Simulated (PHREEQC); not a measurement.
Polishing slurry liquid: an equilibrium model

Dissolve 0.27 mol NH3 and 0.00032 mol KH2PO4 per kg of water at 20 °C. Closed to the air; pH follows from the charge balance.

The numbers come from PHREEQC with the ion-association model, wateq4f.dat.

No solid was allowed to form.

**Question.** Predict the pH, ionic strength.

**Answer.** pH 11.46; ionic strength 0.00318 mol/kgw.

**Question.** In which forms is P present?

**Answer.** HPO4-2 86 %, PO4-3 14 % of the P.

H3PO4, which wateq4f.dat lacks, is added to it with the constant of phreeqc.dat.
